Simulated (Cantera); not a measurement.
Abatement and gas-phase synthesis: H₂S + SO₂ + N₂

Input: 1 mol H₂S, 0.3 mol SO₂, 6.2 mol N₂, held at 25.0 Pa.

Equilibrium computed with Cantera from the NASA thermochemical tables; the gas is ideal and each condensed phase is pure. Candidate condensed phases: H₂O, H₂SO₄, S; 35 gas species. Kinetics and transport are ignored.

From 2798 K to 3548 K nothing is condensed.

| T (K) | x N₂ | x H | x S | x O | x N |
|---|---|---|---|---|---|
| 2798 | 0.618 | 0.196 | 0.124 | 0.0524 | 0.000172 |
| 2873 | 0.616 | 0.197 | 0.126 | 0.0550 | 0.000294 |
| 2948 | 0.615 | 0.197 | 0.127 | 0.0565 | 0.000491 |
| 3023 | 0.614 | 0.197 | 0.128 | 0.0575 | 0.000800 |
| 3098 | 0.613 | 0.198 | 0.128 | 0.0580 | 0.00127 |
| 3173 | 0.613 | 0.198 | 0.128 | 0.0584 | 0.00198 |
| 3248 | 0.612 | 0.198 | 0.128 | 0.0586 | 0.00302 |
| 3323 | 0.610 | 0.197 | 0.128 | 0.0587 | 0.00452 |
| 3398 | 0.609 | 0.197 | 0.128 | 0.0587 | 0.00664 |
| 3473 | 0.606 | 0.197 | 0.128 | 0.0587 | 0.00959 |
| 3548 | 0.603 | 0.197 | 0.128 | 0.0587 | 0.0136 |
x: gas mole fraction; nothing condenses.
